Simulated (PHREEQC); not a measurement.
Consider water at 85 °C with 0.22 mmol/kgw PbCl2. Closed to the air; pH follows from the charge balance.

Equilibrium calculation in PHREEQC: ion-association model, phreeqc.dat.

| Quantity | Result |
|---|---|
| pH | 5.70 |
| ionic strength | 0.000637 mol/kgw |
| specific conductance | 162 µS/cm |

```
species  molality  activity   log γ
-------  --------  --------  ------
Cl-      0.000429  0.000416  -0.014
Pb+2     0.000207  0.000182  -0.056
PbCl+     1.07e-5   1.04e-5  -0.014
H+        2.04e-6   1.98e-6  -0.014
PbOH+     1.86e-6   1.80e-6  -0.014
OH-       1.67e-7   1.62e-7  -0.014
Pb2OH+3   9.82e-9   7.33e-9  -0.127
PbCl2     2.69e-9   2.69e-9   0.000
```

Precipitation was switched off in this run. Examples of supersaturated solids here: Pb(OH)2. Others may be too. Constants without temperature data keep their 25 °C values here.
